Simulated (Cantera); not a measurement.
A closed system holds: 1 mol Hg, 0.41 mol O₂, 0.11 mol H₂, held at 1.10 mbar.

Equilibrium computed with Cantera from the NASA thermochemical tables; the gas is ideal and each condensed phase is pure. Candidate condensed phases: H₂O, Hg, HgO; 10 gas species. The numbers say what is thermodynamically allowed, not how fast it happens. All values below are at 1425 K.

Base state: Hg 0.683, O₂ 0.242, H₂O 0.0750, OH 0.000194, O 2.06e-5 (mole fractions); condensed: gas only.

Problem. What changes in the equilibrium state with this change: O₂ from 0.41 to 0.018 mol?

Solution. 
```
species    before    after
-------  --------  -------
Hg          0.683    0.901
H₂        3.02e-6   0.0666
H₂O        0.0750   0.0324
O₂          0.242    <1e-9
O         2.06e-5    <1e-9
OH       0.000194  5.65e-7
H         3.58e-7  5.31e-5
```
